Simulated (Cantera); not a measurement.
**Adiabatic ignition**

An adiabatic, constant-volume homogeneous reactor starts with 20.1 % CH₃OH, 16.8 % O₂, 63.1 % N₂, equivalence ratio 1.8, at 1350 K and 6.42 atm.

Detailed kinetics in Cantera: GRI-Mech 3.0 (53 species, 325 reactions). GRI-Mech 3.0 was tuned for natural gas; its chemistry of methanol as a main component is partial and can be far from experiment.

```
t (s)     T (K)  P (bar)   x CH₃OH      x O₂    x H₂O₂     x HCO    x C₂H₆     x H₂   x C₂H
--------  -----  -------  --------  --------  --------  --------  --------  -------  ------
3.00e-6    1350     6.50     0.201     0.168   8.49e-9  2.54e-11  3.56e-10  3.76e-6  <1e-12
1.05e-5    1350     6.50     0.201     0.168   3.49e-7  1.31e-10   2.67e-9  1.45e-5  <1e-12
3.70e-5    1350     6.50     0.201     0.168   7.24e-6   1.14e-9   9.59e-9  7.13e-5  <1e-12
0.000130   1356     6.55     0.197     0.166  0.000191   9.35e-8   2.28e-8  0.00129  <1e-12
0.000456   2895     17.4  2.83e-12  0.000309   2.39e-7   1.53e-6    <1e-12   0.0947  <1e-12
0.00160    2895     17.4  2.83e-12  0.000308   2.38e-7   1.52e-6    <1e-12   0.0948  <1e-12
0.00562    2895     17.4  2.83e-12  0.000308   2.38e-7   1.52e-6    <1e-12   0.0948  <1e-12
0.0197     2895     17.4  2.83e-12  0.000308   2.38e-7   1.52e-6    <1e-12   0.0948  <1e-12
0.0693     2895     17.4  2.83e-12  0.000308   2.38e-7   1.52e-6    <1e-12   0.0948  <1e-12
0.243      2895     17.4  2.83e-12  0.000308   2.38e-7   1.52e-6    <1e-12   0.0948  <1e-12
0.854      2895     17.4  2.83e-12  0.000308   2.38e-7   1.52e-6    <1e-12   0.0948  <1e-12
3.00       2895     17.4  2.83e-12  0.000308   2.38e-7   1.52e-6    <1e-12   0.0948  <1e-12
```
x: mole fraction; the columns are a selection and need not sum to one.

```
Property                                                               Value
---------------------------------  -----------------------------------------
time of steepest temperature rise                                   0.187 ms
temperature at 3.00 s                                                 2895 K
equilibrium temperature                                               2895 K
x(CH₃OH) at 3.00 s                 2.83e-12 (gas-phase equilibrium 2.93e-12)
x(O₂) at 3.00 s                    0.000308 (gas-phase equilibrium 0.000308)
x(H₂O₂) at 3.00 s                    2.38e-7 (gas-phase equilibrium 2.38e-7)
```
